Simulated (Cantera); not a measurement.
A perfectly stirred reactor is fed with 2.97 % CH₄, 2.58 % C₂H₆, 1.78 % C₃H₈, 18.4 % O₂, 69.2 % N₂, 5.05 % H₂O, equivalence ratio 1.3, at 3.85 atm; it is adiabatic with a 650 K inlet, and is followed from long to short residence time, starting on the burning branch (τ in s: 0.028, 0.012, 0.0047, 0.0019, 0.00078, 0.00032, 0.00013, 5.2e-05, 2.1e-05, 8.7e-06).

Cantera simulation using GRI-Mech 3.0 (53 species, 325 reactions); the numbers are that mechanism's predictions, not measurements. GRI-Mech 3.0 was tuned for natural gas; its chemistry of propane as a main component is partial and can be far from experiment.

x: mole fraction; the columns are a selection and need not sum to one.

```tsv
τ (s)	T (K)	x CH₄	x C₂H₆	x C₃H₈	x N₂O	x OH
0.028	2263	2.14e-5	1.48e-7	9.63e-8	2.53e-8	?
0.012	2258	3.09e-5	3.23e-7	2.02e-7	3.41e-8	?
0.0047	2249	4.32e-5	7.44e-7	4.42e-7	4.83e-8	?
0.0019	2237	6.01e-5	1.64e-6	9.24e-7	6.69e-8	?
0.00078	2221	8.91e-5	3.55e-6	1.91e-6	8.91e-8	?
0.00032	2199	0.000148	7.87e-6	4.06e-6	1.13e-7	?
0.00013	2166	0.000290	1.89e-5	9.38e-6	1.32e-7	?
5.2e-5	2103	0.000773	5.71e-5	2.72e-5	1.24e-7	?
2.1e-5	650	0.0297	0.0258	0.0178	<1e-12	<1e-12
8.7e-6	650	0.0297	0.0258	0.0178	<1e-12	<1e-12
```

Question: Fill in the missing entries.

Answer: 
- 0.028, x OH: 0.00102
- 0.012, x OH: 0.00126
- 0.0047, x OH: 0.00164
- 0.0019, x OH: 0.00213
- 0.00078, x OH: 0.00268
- 0.00032, x OH: 0.00320
- 0.00013, x OH: 0.00351
- 5.2e-5, x OH: 0.00317
